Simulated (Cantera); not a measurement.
A perfectly stirred reactor is fed with 0.283 % CH3OH, 2.24 % O2, 97.5 % N2, equivalence ratio 0.19, at 7350 Torr; it is held at 1050 K, and followed from long to short residence time.

Cantera simulation using GRI-Mech 3.0 (53 species, 325 reactions); the numbers are that mechanism's predictions, not measurements. GRI-Mech 3.0 was tuned for natural gas; its chemistry of methanol as a main component is partial and can be far from experiment.

Problem. Predict: x(CH3OH) at τ = 2.80 s; x(O2) at τ = 2.80 s; x(CH2O) at τ = 2.80 s; x(CH3OH) at τ = 19.0 ms; x(O2) at τ = 19.0 ms; x(CH2O) at τ = 19.0 ms.

Solution. 
```json
{
  "x(CH3OH) at τ = 2.80 s": "3.63e-5",
  "x(O2) at τ = 2.80 s": "0.0185",
  "x(CH2O) at τ = 2.80 s": "1.26e-5",
  "x(CH3OH) at τ = 19.0 ms": "0.000744",
  "x(O2) at τ = 19.0 ms": "0.0204",
  "x(CH2O) at τ = 19.0 ms": "0.000229"
}
```
